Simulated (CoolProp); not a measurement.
A single-stage vapour-compression cycle with R404A: evaporating at 268.15 K (dew point), condensing at 333.15 K (bubble point), superheat 8 K, subcooling 2 K, compressor efficiency 0.9, no pressure losses. Each further row changes one setting.

Values from CoolProp's reference Helmholtz-energy equation of state, Lemmon 2003. It is a pseudo-pure fit of the blend.

```csv
case,cooling COP,pressure ratio,discharge temperature (K),refrigerating effect (kJ/kg),volumetric capacity (kJ/m³)
as stated,1.99,5.65,350.9,78.6,1940
evaporating temperature 273.15 K,2.28,4.81,350.1,___,2360
condensing temperature 328.15 K,2.37,5.07,345.2,88.2,2180
subcooling 7 K,2.25,5.65,350.9,___,2200
superheat 18 K,2.09,5.65,359.5,88.1,___
compressor efficiency 0.8,1.77,5.65,354.3,78.6,1940
```

Q: Fill in the missing entries.

A: 
- evaporating temperature 273.15 K, refrigerating effect (kJ/kg): 81.4
- subcooling 7 K, refrigerating effect (kJ/kg): 89.0
- superheat 18 K, volumetric capacity (kJ/m³): 2060
